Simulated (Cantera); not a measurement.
Input: 1 mol Nb, 8.3 mol N2O, at 1902 °C and 750 Torr.

Method: chemical equilibrium by Gibbs-energy minimisation in Cantera with the NASA 1993 tables (ideal gas, pure condensed phases). Candidate condensed phases: Nb, NbO, NbO2, Nb2O5; 12 gas species. Condensed phases not in the tables: the oxides between NbO2 and Nb2O5. Rates play no part.

Base state: N2 0.734, O2 0.252, NO 0.0126, O 0.00116, NO2 1.83e-5 (mole fractions); condensed: Nb2O5(l).

### Question
What changes in the equilibrium state with this change: pressure from 750 Torr to 75.0 Torr?

### Answer
```json
[
 {"species": "N2", "before": "0.734", "after": "0.733"},
 {"species": "O2", "before": "0.252", "after": "0.250"},
 {"species": "NO", "before": "0.0126", "after": "0.0126"},
 {"species": "O", "before": "0.00116", "after": "0.00364"},
 {"species": "NbO2", "before": "1.00e-6", "after": "1.79e-5"},
 {"species": "NO2", "before": "1.83e-5", "after": "5.75e-6"},
 {"species": "Nb2O5(l), mol", "before": "0.500", "after": "0.500"}
]
```
